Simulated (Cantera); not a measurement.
Feed: 1 mol FeS2, 4.8 mol H2S, 28 mol N2, 0.96 mol SO2, at 67.0 mbar.

Cantera equilibrium calculation (NASA polynomials, part measured and part estimated; ideal gas, pure solids and liquids). Candidate condensed phases: Fe, FeO, Fe(OH)2, Fe(OH)3, FeS, FeSO4, FeS2, Fe2O3, Fe2(SO4)3, Fe3O4, H2O, H2SO4, S; 38 gas species. FeS: taken at fixed stoichiometry. Gases not in the tables: S3 to S7. Kinetics and transport are ignored. All values below are at 1173 K.

Base state: N2 0.795, S2 0.0688, H2O 0.0537, H2S 0.0537, H2 0.0288, SO2 0.000349, SH 0.000137, S2O 6.95e-5 (mole fractions); condensed: FeS(s).

Problem. What changes in the equilibrium state with this change: pressure from 67.0 mbar to 1 atm?

Solution. 
```tsv
species	before	after
N2	0.795	0.802
H2S	0.0537	0.0730
S2	0.0688	0.0598
H2	0.0288	0.0108
H2O	0.0537	0.0536
S2O	6.95e-5	0.000161
SH	0.000137	7.81e-5
SO2	0.000349	0.000593
SO	1.07e-5	6.84e-6
FeS(s), mol	1.00	1.00
```
